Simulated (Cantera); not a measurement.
A Cantera script and what it prints.

```python
import numpy as np
import cantera as ct

gas_names = """
    Cu CuO Cu2 H HNO HNO2 HNO3 HO2 H2 H2O H2O2 N NH NH2 NH3 NH2OH NO NO2 NO3 N2 N2H2 N2H4 N2O O OH O2 O3
""".split()
cond_names = """
    Cu(cr) Cu(L) CuO(s) CuO2H2(s) Cu2O(s) Cu2O(L) H2O(s) H2O(L)
""".split()


def load(file, names, dense=False):
    # The tables refer to 1 bar. Condensed volumes are neglected.
    table = {s.name: s for s in ct.Species.list_from_file(file)}
    out = []
    for n in names:
        d = dict(table[n].input_data)
        d["thermo"] = dict(d["thermo"], **{"reference-pressure": 1e5})
        if dense:
            d["equation-of-state"] = {"model": "constant-volume", "density": "1e6 g/cm^3"}
        out.append(ct.Species.from_dict(d))
    return out


gas = ct.Solution(thermo="ideal-gas", species=load("nasa_gas.yaml", gas_names))
cond = {s.name: ct.Solution(thermo="fixed-stoichiometry", species=[s], name=s.name)
        for s in load("nasa_condensed.yaml", cond_names, dense=True)}
atoms = {
    'Cu2O': {'Cu': 2, 'O': 1},
    'H2': {'H': 2},
    'N2': {'N': 2},
}
top_T = {'CuO(s)': 1390}  # K; cautious upper limits of use, not melting points


def equilibrate(T, P, feed):
    n = {}
    for name, mol in feed.items():
        for a, k in atoms[name].items():
            n[a] = n.get(a, 0.0) + k * mol
    gas.TPX = T, P, n
    mass = sum(n.values()) * gas.mean_molecular_weight
    gas.equilibrate("TP")
    valid = [c for c in cond.values() if c.min_temp <= T <= top_T.get(c.name, c.max_temp)]
    mix = ct.Mixture([(gas, mass / gas.mean_molecular_weight)] + [(c, 0.0) for c in valid])
    mix.T, mix.P = T, P
    mix.equilibrate("TP", solver="vcs", rtol=1e-11, max_steps=5000)
    return mix


results = []
feed = {'Cu2O': 1, 'H2': 2800, 'N2': 12}  # mol
P = 101325  # Pa
for T in [600, 675, 750, 825, 900, 975, 1050, 1125, 1200, 1275, 1350, 1425, 1500, 1575]:
    mix = equilibrate(T, P, feed)
    results.append((T, P, feed, dict(zip(mix.species_names, mix.species_moles))))
    x = sorted(zip(gas.X, gas.species_names), reverse=True)
    print(f"T = {T:g} K  P = {P:g} Pa  gas = {mix.phase_moles(0):.4g} mol")
    print("   x: " + "  ".join(f"{s} {v:.3e}" for v, s in x if v > 0.001))
    print("   condensed (mol): " + ("  ".join(f"{mix.phase(i).name} {mix.phase_moles(i):.4g}"
          for i in range(1, mix.n_phases) if mix.phase_moles(i) > 1e-12) or "none"))
```

Result:

```
T = 600 K  P = 101325 Pa  gas = 2805 mol
   x: H2 9.942e-01  N2 3.112e-03  NH3 2.331e-03
   condensed (mol): Cu(cr) 2
T = 675 K  P = 101325 Pa  gas = 2810 mol
   x: H2 9.950e-01  N2 3.862e-03
   condensed (mol): Cu(cr) 2
T = 750 K  P = 101325 Pa  gas = 2811 mol
   x: H2 9.952e-01  N2 4.104e-03
   condensed (mol): Cu(cr) 2
T = 825 K  P = 101325 Pa  gas = 2812 mol
   x: H2 9.953e-01  N2 4.192e-03
   condensed (mol): Cu(cr) 2
T = 900 K  P = 101325 Pa  gas = 2812 mol
   x: H2 9.953e-01  N2 4.228e-03
   condensed (mol): Cu(cr) 2
T = 975 K  P = 101325 Pa  gas = 2812 mol
   x: H2 9.954e-01  N2 4.245e-03
   condensed (mol): Cu(cr) 2
T = 1050 K  P = 101325 Pa  gas = 2812 mol
   x: H2 9.954e-01  N2 4.254e-03
   condensed (mol): Cu(cr) 2
T = 1125 K  P = 101325 Pa  gas = 2812 mol
   x: H2 9.954e-01  N2 4.258e-03
   condensed (mol): Cu(cr) 2
T = 1200 K  P = 101325 Pa  gas = 2812 mol
   x: H2 9.954e-01  N2 4.261e-03
   condensed (mol): Cu(cr) 2
T = 1275 K  P = 101325 Pa  gas = 2812 mol
   x: H2 9.954e-01  N2 4.263e-03
   condensed (mol): Cu(cr) 2
T = 1350 K  P = 101325 Pa  gas = 2812 mol
   x: H2 9.954e-01  N2 4.264e-03
   condensed (mol): Cu(cr) 1.999
T = 1425 K  P = 101325 Pa  gas = 2812 mol
   x: H2 9.954e-01  N2 4.265e-03
   condensed (mol): Cu(L) 1.994
T = 1500 K  P = 101325 Pa  gas = 2812 mol
   x: H2 9.953e-01  N2 4.265e-03
   condensed (mol): Cu(L) 1.977
T = 1575 K  P = 101325 Pa  gas = 2812 mol
   x: H2 9.953e-01  N2 4.266e-03
   condensed (mol): Cu(L) 1.924
```

Cantera equilibrium calculation (NASA polynomials, part measured and part estimated; ideal gas, pure solids and liquids).
